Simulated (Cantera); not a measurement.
Input (Python, Cantera):

```python
import numpy as np
import cantera as ct

gas = ct.Solution("gri30.yaml")


def delay(T, t_max=10):
    gas.TPX = T, 1000000, {'H2': 1, 'O2': 0.676, 'N2': 3.31}
    reactor = ct.IdealGasReactor(gas, clone=False)
    net = ct.ReactorNet([reactor])
    net.rtol, net.atol = 1e-8, 1e-16
    while net.time < t_max:
        t_old, T_old = net.time, reactor.T
        net.step()
        if reactor.T > T + 400:  # ignition: a rise of 400 K
            return t_old + (T + 400 - T_old) / (reactor.T - T_old) * (net.time - t_old)
    return np.nan


taus = []
for T in [1025, 1075, 1125, 1175, 1225, 1275, 1325, 1375, 1425, 1475]:
    taus.append(delay(T))
    print(f"T0 = {T:6g} K   tau = {taus[-1]:.4e} s")
```

Result:

```
T0 =   1025 K   tau = 5.9290e-03 s
T0 =   1075 K   tau = 1.8863e-03 s
T0 =   1125 K   tau = 5.8852e-04 s
T0 =   1175 K   tau = 1.5717e-04 s
T0 =   1225 K   tau = 2.6303e-05 s
T0 =   1275 K   tau = 7.8470e-06 s
T0 =   1325 K   tau = 4.5104e-06 s
T0 =   1375 K   tau = 3.1334e-06 s
T0 =   1425 K   tau = 2.3771e-06 s
T0 =   1475 K   tau = 1.8996e-06 s
```

Detailed kinetics in Cantera: GRI-Mech 3.0 (53 species, 325 reactions). The hydrogen kinetics of GRI-Mech 3.0 are dated; newer H2 mechanisms differ, most at raised pressure.
